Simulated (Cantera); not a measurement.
# Equilibrium for silicon oxide and oxynitride deposition: HMDSO + CO2 + H2

Charge: 1 mol HMDSO, 23 mol CO2, 65 mol H2, held at 0.0705 Torr.

These are equilibrium values from Cantera (NASA tables, ideal gas, pure condensed phases), not measurements of a reactor. Candidate condensed phases: C, C6H6, C7H8, C8H18, H2O, Si, SiC, SiO2; 123 gas species. The feed counts by its element totals alone. The tables hold silica as quartz up to 1696 K and as liquid above; real silica turns to tridymite and cristobalite and melts near 1996 K. Kinetics and transport are ignored.

```tsv
T (K)	x H2	x CO	x H2O	x CO2	n SiO2(β-quartz)
950	0.636	0.228	0.0827	0.0532	2.00
1000	0.630	0.234	0.0886	0.0473	2.00
1050	0.625	0.239	0.0937	0.0423	2.00
1100	0.620	0.244	0.0980	0.0380	2.00
1150	0.617	0.247	0.102	0.0343	2.00
1200	0.614	0.250	0.105	0.0311	2.00
1250	0.611	0.253	0.107	0.0285	2.00
1300	0.609	0.255	0.110	0.0261	2.00
1350	0.607	0.257	0.112	0.0241	2.00
1400	0.605	0.259	0.113	0.0224	2.00
1450	0.603	0.261	0.115	0.0209	2.00
1500	0.601	0.262	0.116	0.0196	1.99
1550	0.598	0.263	0.118	0.0185	1.96
1600	0.595	0.263	0.119	0.0175	1.86
```
x: gas mole fraction; n: condensed amount in mol.

From 950 K to 1600 K the condensed part is SiO2(β-quartz).
